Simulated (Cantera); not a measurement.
A closed system holds: 1 mol C, 3.6 mol H2O, 14 mol H2, 0.13 mol CO2, at 82.0 bar.

These are equilibrium values from Cantera (NASA tables, ideal gas, pure condensed phases), not measurements of a reactor. Candidate condensed phases: C, C6H6, C7H8, C8H18, H2O; 110 gas species. The ideal-gas law is rough above about 30 bar. Rates play no part.

log p: log10 of the partial pressure in bar; nothing condenses.

```
T (K)  log p H2  log p H2O  log p CH4  log p CO  log p CO2  log p H  log p C2H6
-----  --------  ---------  ---------  --------  ---------  -------  ----------
1075       1.76       1.28       0.74     -1.02      -1.46      [?]       -3.77
1125       1.76       1.27       0.72     -0.57      -1.10      [?]       -3.65
1175       1.77       1.25       0.67     -0.20      -0.82      [?]       -3.60
1225       1.78       1.23       0.60      0.09      -0.63      [?]       -3.63
1275       1.79       1.19       0.49      0.29      -0.52      [?]       -3.74
1325       1.79       1.16       0.34      0.43      -0.48      [?]       -3.93
1375       1.80       1.13       0.16      0.52      -0.47      [?]       -4.19
1425       1.81       1.11      -0.04      0.58      -0.48      [?]       -4.50
1475       1.81       1.09      -0.26      0.62      -0.50      [?]       -4.85
1525       1.81       1.08      -0.49      0.64      -0.52      [?]       -5.22
1575       1.81       1.08      -0.71      0.65      -0.55      [?]       -5.58
1625       1.81       1.07      -0.93      0.66      -0.57      [?]       -5.94
1675       1.81       1.07      -1.14      0.67      -0.60      [?]       -6.29
1725       1.81       1.07      -1.33      0.67      -0.62      [?]       -6.62
```

**Question.** Fill in the missing entries.

**Answer.** 
- 1075, log p H: -6.95
- 1125, log p H: -6.47
- 1175, log p H: -6.03
- 1225, log p H: -5.62
- 1275, log p H: -5.24
- 1325, log p H: -4.89
- 1375, log p H: -4.56
- 1425, log p H: -4.26
- 1475, log p H: -3.98
- 1525, log p H: -3.72
- 1575, log p H: -3.47
- 1625, log p H: -3.24
- 1675, log p H: -3.03
- 1725, log p H: -2.82
